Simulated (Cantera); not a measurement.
Input: 1 mol MgO, 16 mol CO, equilibrated at 2198 K and 100 Torr.

Cantera equilibrium calculation (NASA polynomials, part measured and part estimated; ideal gas, pure solids and liquids). Candidate condensed phases: C, Mg, MgCO3, MgO; 15 gas species. Kinetics and transport are ignored.

Base state: CO 0.967, Mg 0.0165, CO2 0.0165 (mole fractions); condensed: MgO(s).

Task: What changes in the equilibrium state with this change: pressure from 100 Torr to 21.8 Torr?

Result: 
| species | before | after |
|---|---|---|
| CO | 0.967 | 0.931 |
| Mg | 0.0165 | 0.0347 |
| CO2 | 0.0165 | 0.0347 |
| O | 2.03e-6 | 2.04e-5 |
| MgO | 5.32e-6 | 2.45e-5 |
| MgO(s), mol | 0.732 | 0.424 |
